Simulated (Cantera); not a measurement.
Charge: 1 mol SiO2, 1 mol HBr, a varied amount of O2, at 698 K and 0.00133 bar.

Method: chemical equilibrium by Gibbs-energy minimisation in Cantera with the NASA 1993 tables (ideal gas, pure condensed phases). Candidate condensed phases: Br2, H2O, Si, SiO2; 28 gas species. Rates play no part.

x: gas mole fraction; n: condensed amount in mol.

```
n(O2) (mol)      x O2  x H2O  x Br2     x HBr      x Br  n SiO2(α-quartz)
-----------  --------  -----  -----  --------  --------  ----------------
0.2          2.27e-10  0.400  0.400     0.200  0.000617              1.00
0.68            0.301  0.349  0.349  0.000915  0.000576              1.00
1.2               ___    ___    ___       ___       ___              1.00
1.6             0.574  0.212  0.212  0.000474  0.000450              1.00
2.1             0.649  0.175  0.175  0.000379  0.000408              1.00
2.6             0.701    ___    ___       ___  0.000377              1.00
3.1             0.740  0.130  0.130  0.000271  0.000351              1.00
3.6             0.770  0.115  0.115  0.000238  0.000331              1.00
4.1             0.794  0.103  0.103  0.000212  0.000313              1.00
```

Fill in the missing entries.


- 2.6, x H2O: 0.149
- 2.6, x Br2: 0.149
- 2.6, x HBr: 0.000316
- 1.2, x O2: 0.487
- 1.2, x H2O: 0.256
- 1.2, x Br2: 0.256
- 1.2, x HBr: 0.000595
- 1.2, x Br: 0.000494
